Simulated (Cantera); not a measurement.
# Thermodynamics of carbon deposition, reforming and gasification, feed C + CO2 + H2

Charge: 1 mol C, 1.2 mol CO2, 1.2 mol H2, at 750 Torr.

Method: chemical equilibrium by Gibbs-energy minimisation in Cantera with the NASA 1993 tables (ideal gas, pure condensed phases). Candidate condensed phases: C, C6H6, C7H8, C8H18, H2O; 110 gas species. Kinetics and transport are ignored.

| T (K) | x CO | x H2 | x CO2 | x H2O | x CH4 | x H | x OH | x C2H6 | n C(graphite) |
|---|---|---|---|---|---|---|---|---|---|
| 923 | 0.288 | 0.298 | 0.261 | 0.132 | 0.0206 | 1.33e-10 | <1e-12 | 1.21e-7 | 0.750 |
| 998 | 0.475 | 0.320 | 0.133 | 0.0620 | 0.00998 | 1.22e-9 | <1e-12 | 5.40e-8 | 0.354 |
| 1073 | 0.595 | 0.325 | 0.0499 | 0.0251 | 0.00486 | 7.99e-9 | 2.31e-12 | 2.33e-8 | 0.0339 |
| 1148 | 0.611 | 0.328 | 0.0367 | 0.0233 | 0.00106 | 4.10e-8 | 1.74e-11 | 1.89e-9 | 0 |
| 1223 | 0.614 | 0.327 | 0.0332 | 0.0258 | 0.000222 | 1.72e-7 | 1.22e-10 | 1.34e-10 | 0 |
| 1298 | 0.616 | 0.325 | 0.0306 | 0.0283 | 5.52e-5 | 6.10e-7 | 6.88e-10 | 1.27e-11 | 0 |
| 1373 | 0.619 | 0.322 | 0.0284 | 0.0305 | 1.61e-5 | 1.89e-6 | 3.19e-9 | 1.57e-12 | 0 |
| 1448 | 0.621 | 0.321 | 0.0264 | 0.0324 | 5.34e-6 | 5.22e-6 | 1.25e-8 | <1e-12 | 0 |
| 1523 | 0.622 | 0.319 | 0.0248 | 0.0341 | 1.99e-6 | 1.31e-5 | 4.30e-8 | <1e-12 | 0 |
| 1598 | 0.624 | 0.317 | 0.0233 | 0.0355 | 8.18e-7 | 3.00e-5 | 1.31e-7 | <1e-12 | 0 |
| 1673 | 0.625 | 0.316 | 0.0220 | 0.0368 | 3.66e-7 | 6.40e-5 | 3.59e-7 | <1e-12 | 0 |
x: gas mole fraction; n: condensed amount in mol.

From 923 K to 1073 K the condensed part is C(graphite). From 1148 K to 1673 K nothing is condensed. The main C-bearing gas is CO throughout.
